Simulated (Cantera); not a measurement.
Input: 1 mol (CH₃)₂SiCl₂, 0.045 mol CH₄, 2.4 mol H₂, held at 0.410 bar.

These are equilibrium values from Cantera (NASA tables, ideal gas, pure condensed phases), not measurements of a reactor. Candidate condensed phases: C, C₆H₆, C₇H₈, C₈H₁₈, Si, SiC; 109 gas species. The feed counts by its element totals alone. The tables' values for SiCl, SiCl₃ are old estimates; treat these amounts as uncertain. Gases not in the tables: Si₂H₆ and higher silanes. Equilibrium is a limit: real reactors are often held back by kinetics, nucleation or transport.

log p: log10 of the partial pressure in bar; n: condensed amount in mol.

```tsv
T (°C)	log p H₂	log p HCl	log p H	log p SiCl₂	log p SiCl₄	log p Cl	log p C₂H₂ (acetylene)	n C(graphite)	n SiC(s)
925	-0.50	-1.10	-6.97	-4.11	-1.93	-7.63	-7.51	1.22	0.797
1125	-0.53	-0.95	[?]	[?]	[?]	[?]	[?]	1.11	0.929
1325	-0.54	-0.92	-4.54	-2.75	-3.38	-5.03	-5.11	1.09	0.954
1525	-0.54	-0.93	-3.72	-2.45	-4.14	-4.23	-4.30	1.11	0.936
1725	-0.54	-0.95	-3.06	-2.24	-4.80	-3.60	-3.66	1.13	0.903
1925	-0.54	-0.97	-2.52	-2.08	-5.36	-3.09	-3.14	1.16	0.863
2125	-0.54	-1.00	[?]	[?]	[?]	[?]	[?]	1.17	0.810
2325	-0.57	-1.05	-1.70	-1.91	-6.35	-2.34	-2.36	1.17	0.681
```

Q: Fill in the missing entries.

A: 
- 1125, log p H: -5.59
- 1125, log p SiCl₂: -3.22
- 1125, log p SiCl₄: -2.56
- 1125, log p Cl: -6.09
- 1125, log p C₂H₂ (acetylene): -6.14
- 2125, log p H: -2.07
- 2125, log p SiCl₂: -1.98
- 2125, log p SiCl₄: -5.87
- 2125, log p Cl: -2.68
- 2125, log p C₂H₂ (acetylene): -2.71
